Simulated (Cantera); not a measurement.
## Equilibrium for calcination and drying: Ca(OH)2 + H2O + CO2

A closed system holds: 1 mol Ca(OH)2, 0.18 mol H2O, 5.4 mol CO2, equilibrated at 1.00 bar.

These are equilibrium values from Cantera (NASA tables, ideal gas, pure condensed phases), not measurements of a reactor. Candidate condensed phases: C, C6H6, C7H8, C8H18, Ca, CaCO3, CaO, Ca(OH)2, H2O; 115 gas species. Kinetics and transport are ignored.

At 1148 K the condensed part is CaCO3(calcite). From 1248 K to 2248 K the condensed part is CaO(s).

```tsv
T (K)	x CO2	x H2O	x CO	x O2	x OH	x H2	x O	x H	n CaCO3(calcite)	n CaO(s)
1148	0.789	0.211	2.89e-6	1.75e-6	1.12e-7	6.57e-7	1.05e-11	5.81e-11	1.00	0
1248	0.821	0.179	1.48e-5	8.26e-6	5.94e-7	2.07e-6	1.91e-10	6.72e-10	0	1.00
1348	0.821	0.179	5.70e-5	3.10e-5	2.65e-6	6.36e-6	2.27e-9	5.83e-9	0	1.00
1448	0.820	0.179	0.000182	9.69e-5	9.61e-6	1.68e-5	1.92e-8	3.77e-8	0	1.00
1548	0.820	0.179	0.000498	0.000261	2.95e-5	3.91e-5	1.23e-7	1.92e-7	0	1.000
1648	0.819	0.179	0.00121	0.000624	7.90e-5	8.23e-5	6.33e-7	8.08e-7	0	1.000
1748	0.817	0.179	0.00263	0.00135	0.000189	0.000159	2.69e-6	2.88e-6	0	1.000
1848	0.813	0.178	0.00526	0.00267	0.000410	0.000288	9.78e-6	8.99e-6	0	1.000
1948	0.807	0.177	0.00975	0.00490	0.000821	0.000488	3.11e-5	2.50e-5	0	1.000
2048	0.796	0.176	0.0169	0.00845	0.00153	0.000787	8.82e-5	6.28e-5	0	1.000
2148	0.780	0.174	0.0278	0.0138	0.00268	0.00121	0.000226	0.000145	0	1.000
2248	0.758	0.171	0.0433	0.0212	0.00444	0.00179	0.000531	0.000311	0	0.999
```
x: gas mole fraction; n: condensed amount in mol.
